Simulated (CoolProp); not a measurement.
The fluid at 420 K and 15.3 MPa is throttled through a valve to 9.69 MPa with no heat exchange. The same conditions are run with several fluids, on thermodynamics alone (safety and materials aside).

Values from CoolProp's reference Helmholtz-energy equation of state of each fluid (CH3F (R41): Lemmon 2006; R115: Lemmon 2016; R124: de Vries 1995; R134a: Tillner-Roth 1994; CH2F2 (R32): Tillner-Roth 1997).

### Question
Rank CH3F (R41), R115, R124, R134a, CH2F2 (R32) by temperature change (K), highest first.

### Answer
R124 (-3.8), R115 (-6.9), R134a (-8.3), CH2F2 (R32) (-25.5), CH3F (R41) (-26.9)

```tsv
fluid	final density (kg/m³)
CH3F (R41)	148
R115	793
R124	942
R134a	709
CH2F2 (R32)	316
```
